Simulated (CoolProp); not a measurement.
A single-stage vapour-compression cycle with R245fa: evaporating at 254.15 K (dew point), condensing at 316.15 K (bubble point), superheat 0 K, subcooling 5 K, compressor efficiency 0.75, no pressure losses. Each further row changes one setting.

Model: reference Helmholtz-energy equation of state, Akasaka 2015, in CoolProp.

```
case                              cooling COP  pressure ratio  discharge temperature (K)  refrigerating effect (kJ/kg)  volumetric capacity (kJ/m³)
--------------------------------  -----------  --------------  -------------------------  ----------------------------  ---------------------------
as stated                                2.43            13.3                      328.4                           141                          188
evaporating temperature 259.15 K         2.76            10.2                      326.4                           145                          247
condensing temperature 311.15 K          2.72            11.3                      323.4                           148                          197
subcooling 10 K                          2.54            13.3                      328.4                           148                          197
superheat 10 K                           2.46            13.3                      339.0                           149                          190
compressor efficiency 0.65               2.10            13.3                      337.5                           141                          188
```
